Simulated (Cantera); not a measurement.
A closed system holds: 1 mol HgO, 1.5 mol H2, held at 5.90 bar.

Cantera equilibrium calculation (NASA polynomials, part measured and part estimated; ideal gas, pure solids and liquids). Candidate condensed phases: H2O, Hg, HgO; 10 gas species. Kinetics and transport are ignored.

Problem. Which condensed phases are stable at each of these points (T (K)): 548, 598, 648, 698, 748, 798, 848, 898, 948, 998, 1048?

Solution. 
```
T (K)  condensed phases  Hg condensed (%)
-----  ----------------  ----------------
548               Hg(l)              95.2
598               Hg(l)              84.7
648               Hg(l)              54.5
698            gas only               0.0
748            gas only               0.0
798            gas only               0.0
848            gas only               0.0
898            gas only               0.0
948            gas only               0.0
998            gas only               0.0
1048           gas only               0.0
```

From 548 K to 648 K the condensed part is Hg(l). From 698 K to 1048 K nothing is condensed.
